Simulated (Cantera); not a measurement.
A closed system holds: 1 mol toluene, 1.8 mol H2, 11 mol N2, equilibrated at 2850 K and 7.50 Torr.

Cantera equilibrium calculation (NASA polynomials, part measured and part estimated; ideal gas, pure solids and liquids). Rates play no part.

```tsv
species	before	after
N2	0.518	0.655
H2	0.104	0.345
HCN	0.0353	7.74e-5
H	0.314	4.33e-6
CN	0.00946	<1e-9
C3	0.00578	<1e-9
C2H	0.00169	<1e-9
C	0.00113	<1e-9
C2	0.000570	<1e-9
C2N2	0.000253	<1e-9
C(graphite), mol	5.32	7.00
```
Gas species are given as mole fractions.

**Question.** Which change was made?
A) N2 from 11 to 3.3 mol
B) temperature from 2850 K to 2325 K
C) N2 from 11 to 37 mol
D) temperature from 2850 K to 1275 K

**Answer.** D, temperature from 2850 K to 1275 K
